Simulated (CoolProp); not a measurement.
Vapour-liquid equilibrium of acetone (1) + n-nonane (2) at 3.17 bar; x and y are mole fractions of (1).

Values from CoolProp's multi-fluid Helmholtz-energy mixture model, Lemmon 2006 and Lemmon 2006; pair parameters Bell 2016.

**Question.** Give the bubble temperature and the first vapour's composition at x = 0.2, 0.35, 0.95. Is there an azeotrope?

**Answer.** x = 0.2: 130.1 °C, y = 0.829; x = 0.35: 114.9 °C, y = 0.902; x = 0.95: 95.5 °C, y = 0.989. No azeotrope shows between x = 0.05 and 0.95.

The pair parameters rest on a limited set of measurements; away from them the model extrapolates. With so large a gap from Raoult's law the liquid may split in two, which this calculation doesn't test in full.
